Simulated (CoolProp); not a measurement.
Vapour-liquid equilibrium of acetone (1) + n-dodecane (2) at 92.1 kPa; x and y are mole fractions of (1).

The numbers come from the multi-fluid Helmholtz-energy mixture model, Lemmon 2006 and Lemmon 2004; pair parameters Bell 2016 in CoolProp.

| x | bubble temperature, mixture model (°C) | bubble temperature, Raoult's law (°C) | y, mixture model | y, Raoult's law |
|---|---|---|---|---|
| 0.05 | … | 161.4 | 0.732 | 0.771 |
| 0.2 | 88.4 | 107.5 | 0.989 | 0.975 |
| 0.35 | 67.0 | 86.8 | 0.997 | 0.993 |
| 0.5 | 60.9 | 74.6 | 0.998 | 0.997 |
| 0.65 | 59.3 | 66.2 | 0.998 | 0.999 |
| 0.8 | … | 59.8 | 0.999 | 1.000 |
| 0.95 | … | 54.8 | 1.000 | 1.000 |

What belongs in the gaps?


- 0.05, bubble temperature, mixture model (°C): 164.9
- 0.8, bubble temperature, mixture model (°C): 57.8
- 0.95, bubble temperature, mixture model (°C): 54.7

The largest gap from Raoult's law is -19.8 K in bubble temperature, at x = 0.35. No azeotrope shows between x = 0.05 and 0.95.

The pair parameters rest on a limited set of measurements; away from them the model extrapolates. The gap from Raoult's law changes sign with composition, which may be real or a fault of the pair parameters; it wasn't checked against measurements. With so large a gap from Raoult's law the liquid may split in two, which this calculation doesn't test in full.
